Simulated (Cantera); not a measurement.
An isothermal, constant-pressure homogeneous reactor starts with CO : O2 : H2O : N2 = 0.016 : 0.018 : 0.00014 : 1 (molar parts), equivalence ratio 0.44, at 975 K and 130000 Pa. Integrator tolerance rtol = 1e-08.

Detailed kinetics in Cantera: GRI-Mech 3.0 (53 species, 325 reactions).

What does this change do: pressure from 130000 Pa to 27000 Pa?


| quantity | before | after |
|---|---|---|
| x(CO) at 3.00 s | 0.0153 (gas-phase equilibrium 3.55e-12) | 0.00331 (gas-phase equilibrium 7.79e-12) |
| x(O2) at 3.00 s | 0.0173 (gas-phase equilibrium 0.00974) | 0.0114 (gas-phase equilibrium 0.00974) |
| x(H2O) at 3.00 s | 0.000135 (gas-phase equilibrium 0.000136) | 0.000133 (gas-phase equilibrium 0.000136) |
| x(H2O2) at 3.00 s | 7.36e-9 (gas-phase equilibrium <1e-12) | 3.41e-9 (gas-phase equilibrium <1e-12) |
| x(N2O) at 3.00 s | 9.02e-9 (gas-phase equilibrium 6.08e-10) | 3.58e-7 (gas-phase equilibrium 2.77e-10) |
| x(NO2) at 3.00 s | <1e-12 (gas-phase equilibrium 8.95e-8) | 3.40e-10 (gas-phase equilibrium 4.08e-8) |
| x(O) at 3.00 s | 4.08e-8 (gas-phase equilibrium 6.29e-12) | 3.38e-5 (gas-phase equilibrium 1.38e-11) |

What does this change do: temperature 975 to 1175 K?


```json
[
 {"quantity": "x(CO) at 3.00 s", "before": "0.0153 (gas-phase equilibrium 3.55e-12)", "after": "2.92e-6 (gas-phase equilibrium 1.34e-9)"},
 {"quantity": "x(O2) at 3.00 s", "before": "0.0173 (gas-phase equilibrium 0.00974)", "after": "0.00975 (gas-phase equilibrium 0.00973)"},
 {"quantity": "x(H2O) at 3.00 s", "before": "0.000135 (gas-phase equilibrium 0.000136)", "after": "0.000136 (gas-phase equilibrium 0.000136)"},
 {"quantity": "x(H2O2) at 3.00 s", "before": "7.36e-9 (gas-phase equilibrium <1e-12)", "after": "1.91e-11 (gas-phase equilibrium <1e-12)"},
 {"quantity": "x(N2O) at 3.00 s", "before": "9.02e-9 (gas-phase equilibrium 6.08e-10)", "after": "1.55e-6 (gas-phase equilibrium 3.49e-9)"},
 {"quantity": "x(NO2) at 3.00 s", "before": "<1e-12 (gas-phase equilibrium 8.95e-8)", "after": "7.00e-8 (gas-phase equilibrium 1.81e-7)"},
 {"quantity": "x(O) at 3.00 s", "before": "4.08e-8 (gas-phase equilibrium 6.29e-12)", "after": "1.08e-7 (gas-phase equilibrium 1.27e-9)"}
]
```
